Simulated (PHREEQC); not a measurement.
Leach liquor (model solution)

Dissolve 0.04 mol H2SO4, 7.4e-05 mol MnSO4 and 0.28 mol Na2SO4 per kg of water at 25 °C. Closed to the air; pH follows from the charge balance.

Model: ion-association model, phreeqc.dat, run in PHREEQC.

Precipitation was switched off in this run.

Q: Estimate the pH, activity of water.

A: pH 1.84; activity of water 0.986.

Q: In which forms is Na present?

A: Na+ 85 %, NaSO4- 15 % of the Na.
